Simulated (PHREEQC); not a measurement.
Solution (25 °C): 0.17 mol/kgw MnSO4, 0.0006 mol/kgw MgSO4 and 0.00012 mol/kgw NaF. Closed to the air; pH follows from the charge balance.

The numbers come from PHREEQC with the ion-association model, phreeqc.dat.

Each row changes one thing in this solution. No solid was allowed to form.

| case | pH | ionic strength (mol/kgw) | SO4-2 (mol/kgw) | MgSO4 (mol/kgw) | Mg+2 (mol/kgw) | Na+ (mol/kgw) |
|---|---|---|---|---|---|---|
| as made | 6.33 | 0.351 | 0.0878 | 0.000347 | 0.000253 | 0.000108 |
| MnSO4 replaced by FeSO4 at the same molality | [?] | 0.351 | 0.0878 | 0.000347 | 0.000253 | 0.000108 |
| temperature from 25 to 45 °C | [?] | 0.310 | 0.0775 | 0.000396 | 0.000203 | 0.000109 |
| MgSO4 from 0.0006 to 0.006 mol/kgw | 6.33 | 0.359 | 0.0898 | 0.00348 | 0.00251 | 0.000108 |
| NaF from 0.00012 to 2.4e-05 mol/kgw | 6.33 | 0.351 | 0.0878 | 0.000347 | 0.000253 | 2.17e-5 |
| MgSO4 from 0.0006 to 0.00054 mol/kgw | 6.33 | 0.351 | 0.0878 | 0.000312 | 0.000227 | 0.000108 |
| MnSO4 replaced by CdSO4 at the same molality | [?] | 0.300 | 0.0449 | 0.000262 | 0.000337 | 0.000113 |

Problem. Some entries are withheld; supply them.

Solution. 
- MnSO4 replaced by FeSO4 at the same molality, pH: 5.83
- temperature from 25 to 45 °C, pH: 6.08
- MnSO4 replaced by CdSO4 at the same molality, pH: 5.86

Away from 25 °C the constants follow the database's enthalpies or fits; those with neither stay at their 25 °C values.
